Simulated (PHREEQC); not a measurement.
Solution (15 °C): 0.33 mol NaBr per kg of water. Closed to the air; pH follows from the charge balance.

All values are PHREEQC results (ion-association model, phreeqc.dat), not measurements.

```yaml
ionic_strength: 0.330 mol/kgw
activity_of_water: 0.989
specific_conductance: 24400 µS/cm
density: 1.025 g/cm³
```

| species | molality | activity | log γ |
|---|---|---|---|
| Br- | 0.330 | 0.216 | -0.184 |
| Na+ | 0.330 | 0.241 | -0.136 |
| OH- | 9.26e-8 | 6.20e-8 | -0.174 |
| H+ | 9.26e-8 | 7.23e-8 | -0.107 |

Precipitation was switched off in this run. Species that the database lacks are ignored.
